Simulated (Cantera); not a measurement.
Input (Python, Cantera) and output of one run.

```python
import numpy as np
import cantera as ct

gas_names = """
    Fe FeO O O2 O3 S SO SO2 SO3 S2 S2O S8
""".split()
cond_names = """
    Fe(a) Fe(c) Fe(d) Fe(L) FeO(s) FeO(L) FeS(a) FeS(b) FeS(c) FeS(L) FeSO4(s) FeS2(s) Fe2O3(s)
    Fe2S3O12(s) Fe3O4(s) S(cr1) S(cr2) S(L)
""".split()


def load(file, names, dense=False):
    # The tables refer to 1 bar. Condensed volumes are neglected.
    table = {s.name: s for s in ct.Species.list_from_file(file)}
    out = []
    for n in names:
        d = dict(table[n].input_data)
        d["thermo"] = dict(d["thermo"], **{"reference-pressure": 1e5})
        if dense:
            d["equation-of-state"] = {"model": "constant-volume", "density": "1e6 g/cm^3"}
        out.append(ct.Species.from_dict(d))
    return out


gas = ct.Solution(thermo="ideal-gas", species=load("nasa_gas.yaml", gas_names))
cond = {s.name: ct.Solution(thermo="fixed-stoichiometry", species=[s], name=s.name)
        for s in load("nasa_condensed.yaml", cond_names, dense=True)}
atoms = {
    'FeS2': {'Fe': 1, 'S': 2},
    'SO3': {'S': 1, 'O': 3},
    'O2': {'O': 2},
}
top_T = {'FeSO4(s)': 950, 'FeS2(s)': 1010, 'Fe2O3(s)': 1830, 'Fe2S3O12(s)': 1100, 'Fe3O4(s)': 1870}  # K; cautious upper limits of use, not melting points


def equilibrate(T, P, feed):
    n = {}
    for name, mol in feed.items():
        for a, k in atoms[name].items():
            n[a] = n.get(a, 0.0) + k * mol
    gas.TPX = T, P, n
    mass = sum(n.values()) * gas.mean_molecular_weight
    gas.equilibrate("TP")
    valid = [c for c in cond.values() if c.min_temp <= T <= top_T.get(c.name, c.max_temp)]
    mix = ct.Mixture([(gas, mass / gas.mean_molecular_weight)] + [(c, 0.0) for c in valid])
    mix.T, mix.P = T, P
    mix.equilibrate("TP", solver="vcs", rtol=1e-11, max_steps=5000)
    return mix


results = []
feed = {'FeS2': 1, 'SO3': 2.6, 'O2': 0.12}  # mol
T = 1373  # K
P = 19000  # Pa
mix = equilibrate(T, P, feed)
results.append((T, P, feed, dict(zip(mix.species_names, mix.species_moles))))
x = sorted(zip(gas.X, gas.species_names), reverse=True)
print(f"T = {T:g} K  P = {P:g} Pa  gas = {mix.phase_moles(0):.4g} mol")
print("   x: " + "  ".join(f"{s} {v:.3e}" for v, s in x if v > 1e-05))
print("   condensed (mol): " + ("  ".join(f"{mix.phase(i).name} {mix.phase_moles(i):.4g}"
      for i in range(1, mix.n_phases) if mix.phase_moles(i) > 1e-12) or "none"))
```

It prints:

```
T = 1373 K  P = 19000 Pa  gas = 4.036 mol
   x: SO2 8.776e-01  S2 1.133e-01  S2O 6.210e-03  SO 2.877e-03
   condensed (mol): FeO(s) 0.9185  FeS(c) 0.0815
```

Equilibrium computed with Cantera from the NASA thermochemical tables; the gas is ideal and each condensed phase is pure. Metal and sulfide melt together well below either melting point, which pure phases cannot show. Mutual solubility and eutectic melting of coexisting phases are not modelled. The tables' stoichiometric FeO is somewhat more stable than real wüstite, so its field is too wide. FeO, FeS: taken at fixed stoichiometry.
